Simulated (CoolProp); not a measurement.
Vapour pressure (bar) of ethanol: the reference equation beside estimates from Tc = 514.7 K, pc = 62.68 bar, ω = 0.644. Clausius-Clapeyron is anchored at 340.8 K with a constant enthalpy of vaporisation of 39.92 kJ/mol.

The numbers come from the reference Helmholtz-energy equation of state, Schroeder 2014 in CoolProp.

| T (K) | reference | Lee-Kesler | Clausius-Clapeyron | van der Waals | Redlich-Kwong | Soave-Redlich-Kwong | Peng-Robinson |
|---|---|---|---|---|---|---|---|
| 274.7 | 0.01785 | 0.01503 | 0.02199 | 2.675 | 0.3346 | 0.01484 | 0.01739 |
| 287.9 | 0.04261 | 0.03798 | 0.04900 | 3.587 | 0.5902 | 0.03765 | 0.04277 |
| 301.1 | 0.09332 | 0.08686 | 0.1018 | 4.697 | 0.9787 | 0.08632 | 0.09556 |
| 314.4 | 0.1907 | 0.1832 | 0.1998 | 6.033 | 1.545 | 0.1824 | 0.1975 |
| 327.6 | 0.3629 | 0.3563 | 0.3697 | 7.592 | 2.324 | 0.3553 | 0.3778 |
| 340.8 | 0.6521 | 0.6493 | 0.6521 | 9.402 | 3.365 | 0.6485 | 0.6790 |
| 354 | 1.114 | 1.118 | 1.103 | 11.48 | 4.715 | 1.118 | 1.156 |
| 367.2 | 1.821 | 1.831 | 1.796 | 13.83 | 6.420 | 1.836 | 1.878 |
| 380.4 | 2.859 | 2.872 | 2.826 | 16.48 | 8.527 | 2.887 | 2.927 |
| 393.6 | 4.332 | 4.335 | 4.315 | 19.44 | 11.08 | 4.371 | 4.401 |
| 406.8 | 6.357 | 6.329 | 6.411 | 22.71 | 14.13 | 6.403 | 6.411 |
| 420 | 9.064 | 8.974 | 9.289 | 26.32 | 17.72 | 9.110 | 9.083 |
| 433.2 | 12.59 | 12.40 | 13.16 | 30.26 | 21.88 | 12.63 | 12.56 |

Absolute difference from the reference over all 13 rows, mean and median: Lee-Kesler 3.4 and 1.0 %, Clausius-Clapeyron 5.1 and 1.9 %, van der Waals 2887.5 and 930.5 %, Redlich-Kwong 530.5 and 323.2 %, Soave-Redlich-Kwong 3.7 and 0.9 %, Peng-Robinson 2.3 and 2.4 %.
